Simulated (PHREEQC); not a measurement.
0.048 g of hydrous ferric oxide (600 m²/g; 0.2 weak and 0.005 strong sites per Fe, Dzombak-Morel constants, diffuse double layer) in 1 kg of water with 0.1 mol/kgw of an inert sodium salt, at 25 °C; the pH is set by adding NaOH or the inert anion's acid. Oxygen is held at 0.21 atm. No CO2 enters from the air. Precipitation was switched off in this run.

Base run: PHREEQC, ion-association model, wateq4f.dat. Each further column changes one thing. The table gives surface potential ψ (mV).

| pH | base | background salt from 0.1 to 0.01 mol/kgw | oxide from 0.048 to 0.24 g/kgw | 0.00024 mol/kgw CuCl2 added |
|---|---|---|---|---|
| 3 | 153 | 203 | 153 | 152 |
| 4 | 147 | 185 | 147 | 146 |
| 4.5 | 138 | 170 | 138 | 139 |
| 5 | 126 | 152 | 126 | 128 |
| 6 | 93 | 110 | 93 | 127 |
| 7 | 52 | 61 | 52 | 128 |
| 7.5 | 29 | 34 | 29 | 115 |
| 8 | 5 | 6 | 5 | 94 |
| 9 | -42 | -49 | -42 | 42 |

The oxide is taken as insoluble; below pH 4 it would dissolve. In at least one series the solution becomes supersaturated in solids that the run did not let form, among them Cu(OH)2, Atacamite. The database's constant for dissolved Cu(OH)2 is higher than later reviews accept.
